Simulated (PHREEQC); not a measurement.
Solution A (0.11 mol HCl and 0.0025 mol ZnSO4 per kg of water) is mixed with solution B (0.0047 mol/kgw NaHSO4 and 0.0055 mol/kgw Na2B4O7) at 25 °C; shares are by mass of water, 1 kg in all. Oxygen alone is held at its pressure in air (log pO2 = -0.68). No CO2 enters from the air. The run lets Halite, Zn(OH)2(e) precipitate or redissolve, and no other solid.

Equilibrium calculation in PHREEQC: ion-association model, phreeqc.dat.

```tsv
share of solution B	pH	SO4-2 (mol/kgw)	H3BO3 (mol/kgw)
0	1.05	0.000498	0
0.1	1.10	0.000579	0.00220
0.2	1.16	0.000673	0.00440
0.3	___	0.000787	0.00660
0.4	1.29	0.000928	0.00880
0.5	1.38	0.00111	___
0.6	1.49	0.00135	0.0132
0.7	1.64	0.00171	0.0154
0.8	1.88	0.00230	0.0176
0.9	2.40	0.00343	___
1	8.78	0.00450	0.0157
```

Problem. Complete the blanks.

Solution. 
- 0.3, pH: 1.22
- 0.5, H3BO3 (mol/kgw): 0.0110
- 0.9, H3BO3 (mol/kgw): 0.0198
